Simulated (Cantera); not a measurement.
Feed: 1 mol C₂F₆, 0.47 mol Si, held at 1377 °C and 1.90e-5 bar.

These are equilibrium values from Cantera (NASA tables, ideal gas, pure condensed phases), not measurements of a reactor. Candidate condensed phases: C, Si, SiC; 23 gas species. The feed counts by its element totals alone. Gases not in the tables: C₂F₆ and larger saturated fluorocarbons. Equilibrium is a limit: real reactors are often held back by kinetics, nucleation or transport.

Base state: CF₄ 0.590, SiF₄ 0.290, F 0.0604, CF₂ 0.0575, CF₃ 0.00167, CF 3.38e-5 (mole fractions); condensed: C(graphite).

### Question
What changes in the equilibrium state with this change: pressure from 1.90e-5 bar to 0.00133 bar?

### Answer
| species | before | after |
|---|---|---|
| CF₄ | 0.590 | 0.678 |
| SiF₄ | 0.290 | 0.312 |
| CF₂ | 0.0575 | 0.00735 |
| F | 0.0604 | 0.00258 |
| CF | 3.38e-5 | 1.44e-6 |
| CF₃ | 0.00167 | 0.000639 |
| C(graphite), mol | 0.947 | 0.965 |
